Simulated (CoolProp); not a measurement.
Vapour-liquid equilibrium of R113 (1) + n-heptane (2) at 159.05 °C; x and y are mole fractions of (1).

Model: multi-fluid Helmholtz-energy mixture model, Marx 1992 and Span 2003; pair parameters Bell 2016, in CoolProp.

```
x     bubble pressure, mixture model (MPa)  bubble pressure, Raoult's law (MPa)  y, mixture model  y, Raoult's law
----  ------------------------------------  -----------------------------------  ----------------  ---------------
0.05                                0.5059                               0.5017                 …            0.143
0.15                                0.6114                               0.5996             0.332            0.358
0.25                                0.7149                               0.6975             0.476            0.513
0.35                                0.8157                               0.7954             0.584            0.630
0.45                                     …                               0.8934             0.671            0.721
0.55                                 1.009                               0.9913             0.743            0.794
0.65                                 1.103                                1.089                 …            0.855
0.75                                 1.195                                1.187             0.864            0.905
0.85                                 1.289                                1.285             0.919            0.947
0.95                                 1.384                                1.383             0.973            0.984
```

Problem. Some entries are withheld; supply them.

Solution. 
- 0.05, y, mixture model: 0.133
- 0.45, bubble pressure, mixture model (MPa): 0.9135
- 0.65, y, mixture model: 0.806

The largest gap from Raoult's law is +2.6 % in bubble pressure, at x = 0.35. No azeotrope shows between x = 0.05 and 0.95.

The pair parameters rest on a limited set of measurements; away from them the model extrapolates.
